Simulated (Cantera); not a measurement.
A closed system holds: 1 mol B2O3, 0.74 mol SiCl4, 4 mol O2, held at 875 K and 26.0 mbar.

These are equilibrium values from Cantera (NASA tables, ideal gas, pure condensed phases), not measurements of a reactor. Candidate condensed phases: B, B2O3, Si, SiO2; 27 gas species. Condensed phases not in the tables: borates and borosilicate glass, alloys, solid solutions and most ternary compounds. Equilibrium is a limit: real reactors are often held back by kinetics, nucleation or transport.

Base state: O2 0.688, Cl2 0.312, Cl 0.000160 (mole fractions); condensed: B2O3(l) + SiO2(β-quartz).

Question: What changes in the equilibrium state with this change: temperature from 875 K to 1400 K?

Answer: 
```json
[
 {"species": "O2", "before": "0.688", "after": "0.657"},
 {"species": "Cl2", "before": "0.312", "after": "0.254"},
 {"species": "Cl", "before": "0.000160", "after": "0.0888"},
 {"species": "BOCl", "before": "<1e-9", "after": "0.000161"},
 {"species": "B2O3", "before": "<1e-9", "after": "9.24e-5"},
 {"species": "BO2", "before": "<1e-9", "after": "2.33e-5"},
 {"species": "ClO", "before": "1.95e-6", "after": "0.000327"},
 {"species": "B2O3(l), mol", "before": "1.00", "after": "0.999"},
 {"species": "SiO2(β-quartz), mol", "before": "0.740", "after": "0.740"}
]
```
Mutual solubility and eutectic melting of coexisting phases are not modelled. The tables' values for BOCl are old estimates; treat these amounts as uncertain. The tables hold silica as quartz up to 1696 K and as liquid above; real silica turns to tridymite and cristobalite and melts near 1996 K.
